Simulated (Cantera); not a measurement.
Input: 1 mol HF, 0.039 mol O2, held at 0.488 Torr.

Equilibrium computed with Cantera from the NASA thermochemical tables; the gas is ideal and each condensed phase is pure. Candidate condensed phases: H2O; 22 gas species. Rates play no part.

### Question
At 1525 K, list the 4 most abundant gas species with their mole fractions, and the condensed phases.

### Answer
HF 0.962, O2 0.0375, F 0.000151, H2O 7.03e-5. Condensed: gas only.
